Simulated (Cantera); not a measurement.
**Adiabatic ignition**

An adiabatic, constant-volume homogeneous reactor starts with 21.7 % H₂, 16.4 % O₂, 61.8 % N₂, equivalence ratio 0.66, at 1150 K and 750 Torr.

Detailed kinetics in Cantera: the H2/O2 subset of GRI-Mech 3.0, which has no nitrogen chemistry.

| t (s) | T (K) | P (bar) | x H₂ | x O₂ | x OH | x HO₂ | x O |
|---|---|---|---|---|---|---|---|
| 1.00e-6 | 1150 | 1.00 | 0.217 | 0.164 | 4.71e-11 | 9.52e-10 | 7.50e-11 |
| 2.47e-6 | 1150 | 1.00 | 0.217 | 0.164 | 1.81e-10 | 2.50e-9 | 3.42e-10 |
| 6.12e-6 | 1150 | 1.00 | 0.217 | 0.164 | 8.80e-10 | 7.59e-9 | 1.78e-9 |
| 1.52e-5 | 1150 | 1.00 | 0.217 | 0.164 | 1.23e-8 | 5.42e-8 | 2.52e-8 |
| 3.75e-5 | 1150 | 1.00 | 0.217 | 0.164 | 5.14e-6 | 1.55e-5 | 1.01e-5 |
| 9.28e-5 | 2582 | 2.06 | 0.0163 | 0.0588 | 0.0285 | 1.39e-5 | 0.0116 |
| 0.000230 | 2740 | 2.16 | 0.0104 | 0.0582 | 0.0251 | 1.71e-5 | 0.00703 |
| 0.000569 | 2740 | 2.16 | 0.0104 | 0.0582 | 0.0251 | 1.71e-5 | 0.00703 |
| 0.00141 | 2740 | 2.16 | 0.0104 | 0.0582 | 0.0251 | 1.71e-5 | 0.00703 |
| 0.00348 | 2740 | 2.16 | 0.0104 | 0.0582 | 0.0251 | 1.71e-5 | 0.00703 |
| 0.00862 | 2740 | 2.16 | 0.0104 | 0.0582 | 0.0251 | 1.71e-5 | 0.00703 |
| 0.0213 | 2740 | 2.16 | 0.0104 | 0.0582 | 0.0251 | 1.71e-5 | 0.00703 |
| 0.0528 | 2740 | 2.16 | 0.0104 | 0.0582 | 0.0251 | 1.71e-5 | 0.00703 |
| 0.131 | 2740 | 2.16 | 0.0104 | 0.0582 | 0.0251 | 1.71e-5 | 0.00703 |
| 0.323 | 2740 | 2.16 | 0.0104 | 0.0582 | 0.0251 | 1.71e-5 | 0.00703 |
| 0.800 | 2740 | 2.16 | 0.0104 | 0.0582 | 0.0251 | 1.71e-5 | 0.00703 |
x: mole fraction; the columns are a selection and need not sum to one.

The time of steepest temperature rise comes out as 60.9 µs and the temperature at 0.800 s is 2740 K. The equilibrium temperature is 2740 K. The x(H₂) at 0.800 s comes out as 0.0104 (gas-phase equilibrium 0.0104). The x(O₂) at 0.800 s is 0.0582 (gas-phase equilibrium 0.0582) and the x(OH) at 0.800 s is 0.0251 (gas-phase equilibrium 0.0251).
